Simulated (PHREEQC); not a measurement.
1 kg of water holding 0.47 mol SrCl2 and 0.011 mol CaCl2 is evaporated at 25 °C; the solids stay in contact with the brine. CO2 from the air is kept out. Solids allowed: Portlandite. Others were left out.

Computed with PHREEQC (Pitzer model, pitzer.dat).

```json
[
 {"water left (kg)": "1", "ionic strength": "1.44", "water activity": "0.977", "Ca in solution (mol/kgw)": "0.0110", "Cl in solution (mol/kgw)": "0.962", "Sr in solution (mol/kgw)": "0.470"},
 {"water left (kg)": "0.8219", "ionic strength": "1.76", "water activity": "0.972", "Ca in solution (mol/kgw)": "0.0134", "Cl in solution (mol/kgw)": "1.17", "Sr in solution (mol/kgw)": "0.572"},
 {"water left (kg)": "0.6755", "ionic strength": "2.14", "water activity": "0.964", "Ca in solution (mol/kgw)": "0.0163", "Cl in solution (mol/kgw)": "1.42", "Sr in solution (mol/kgw)": "0.696"},
 {"water left (kg)": "0.5552", "ionic strength": "2.60", "water activity": "0.955", "Ca in solution (mol/kgw)": "0.0198", "Cl in solution (mol/kgw)": "1.73", "Sr in solution (mol/kgw)": "0.847"},
 {"water left (kg)": "0.4563", "ionic strength": "3.16", "water activity": "0.943", "Ca in solution (mol/kgw)": "0.0241", "Cl in solution (mol/kgw)": "2.11", "Sr in solution (mol/kgw)": "1.03"},
 {"water left (kg)": "0.375", "ionic strength": "3.85", "water activity": "0.928", "Ca in solution (mol/kgw)": "0.0293", "Cl in solution (mol/kgw)": "2.56", "Sr in solution (mol/kgw)": "1.25"},
 {"water left (kg)": "0.3082", "ionic strength": "4.68", "water activity": "0.906", "Ca in solution (mol/kgw)": "0.0357", "Cl in solution (mol/kgw)": "3.12", "Sr in solution (mol/kgw)": "1.52"},
 {"water left (kg)": "0.2533", "ionic strength": "5.70", "water activity": "0.878", "Ca in solution (mol/kgw)": "0.0434", "Cl in solution (mol/kgw)": "3.80", "Sr in solution (mol/kgw)": "1.86"},
 {"water left (kg)": "0.2082", "ionic strength": "6.93", "water activity": "0.840", "Ca in solution (mol/kgw)": "0.0528", "Cl in solution (mol/kgw)": "4.62", "Sr in solution (mol/kgw)": "2.26"},
 {"water left (kg)": "0.1711", "ionic strength": "8.43", "water activity": "0.788", "Ca in solution (mol/kgw)": "0.0643", "Cl in solution (mol/kgw)": "5.62", "Sr in solution (mol/kgw)": "2.75"}
]
```
